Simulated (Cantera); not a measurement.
Thermodynamics of silicon carbide growth, feed CH₃SiH₃ + H₂

Charge: 1 mol CH₃SiH₃, a varied amount of H₂, equilibrated at 2398.15 K and 0.133 bar.

Method: chemical equilibrium by Gibbs-energy minimisation in Cantera with the NASA 1993 tables (ideal gas, pure condensed phases). Candidate condensed phases: C, C₆H₆, C₇H₈, C₈H₁₈, Si, SiC; 87 gas species. The feed counts by its element totals alone. Gases not in the tables: Si₂H₆ and higher silanes. Kinetics and transport are ignored.

```
n(H₂) (mol)  log p H₂  log p H  log p Si  log p C₂H₂ (acetylene)  log p SiH  log p Si₂C  log p SiC₂
-----------  --------  -------  --------  ----------------------  ---------  ----------  ----------
150             -0.90    -2.25     -3.23                   -3.46      -4.19       -4.23       -4.35
200             -0.90    -2.25     -3.33                   -3.56      -4.28       -4.48       -4.56
270             -0.90    -2.25     -3.44                   -3.68      -4.39       -4.75       -4.78
370             -0.90    -2.25     -3.56                   -3.80      -4.51       -5.05       -5.02
500             -0.90    -2.25     -3.67                   -3.92      -4.63       -5.35       -5.26
680             -0.89    -2.25     -3.80                   -4.05      -4.76       -5.66       -5.51
920             -0.89    -2.25     -3.92                   -4.17      -4.88       -5.97       -5.76
1200            -0.89    -2.25     -4.04                   -4.28      -4.99       -6.25       -5.98
1700            -0.89    -2.25     -4.18                   -4.43      -5.14       -6.62       -6.28
```
log p: log10 of the partial pressure in bar; nothing condenses.

From 150 mol H₂ to 1700 mol H₂ nothing is condensed. The main Si-bearing gas is Si throughout.
